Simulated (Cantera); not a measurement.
A Cantera script and its output.

```python
import numpy as np
import cantera as ct

gas = ct.Solution("gri30.yaml")
gas.TPX = 1350, 1000000, {'CO': 0.0025, 'O2': 0.081, 'H2O': 0.0084, 'N2': 1}
inlet = ct.Reservoir(gas, clone=True)

reactor = ct.IdealGasConstPressureReactor(gas, energy="off", clone=False)
exhaust = ct.Reservoir(gas, clone=True)
tau = [1.6, 0.53, 0.17, 0.055, 0.018, 0.0058, 0.0019, 0.00061, 0.0002][0]
for a, b in ((inlet, reactor), (reactor, exhaust)):
    ct.MassFlowController(a, b, mdot=lambda t: reactor.mass / tau)
net = ct.ReactorNet([reactor])
show = ['CO', 'O2', 'H2O', 'CO2', 'NO']

rows = []
print(f"{'tau/s':>10s}{'T/K':>9s}" + "".join(f"{s:>11s}" for s in show))
for tau in [1.6, 0.53, 0.17, 0.055, 0.018, 0.0058, 0.0019, 0.00061, 0.0002]:
    net.initial_time = 0.0
    net.advance(30 * tau)
    before = gas.X
    net.advance(40 * tau)
    drift = np.max(np.abs(gas.X - before) / (gas.X + 1e-9))
    rows.append([gas.T, *gas[show].X, drift])
    print(f"{tau:10.3e}{gas.T:9.1f}" + "".join(f"{x:11.3e}" for x in gas[show].X))
```

Output:

```
     tau/s      T/K         CO         O2        H2O        CO2         NO
 1.600e+00   1350.0  1.215e-05  7.313e-02  7.700e-03  2.280e-03  6.292e-08
 5.300e-01   1350.0  2.857e-05  7.313e-02  7.699e-03  2.264e-03  6.301e-08
 1.700e-01   1350.0  6.849e-05  7.315e-02  7.698e-03  2.224e-03  6.347e-08
 5.500e-02   1350.0  1.616e-04  7.319e-02  7.696e-03  2.130e-03  5.685e-08
 1.800e-02   1350.0  3.639e-04  7.328e-02  7.694e-03  1.928e-03  3.992e-08
 5.800e-03   1350.0  7.514e-04  7.346e-02  7.690e-03  1.540e-03  1.990e-08
 1.900e-03   1350.0  1.299e-03  7.371e-02  7.686e-03  9.921e-04  6.615e-09
 6.100e-04   1350.0  1.830e-03  7.396e-02  7.683e-03  4.600e-04  1.297e-09
 2.000e-04   1350.0  2.146e-03  7.410e-02  7.684e-03  1.439e-04  1.475e-10
```

Detailed kinetics in Cantera: GRI-Mech 3.0 (53 species, 325 reactions).
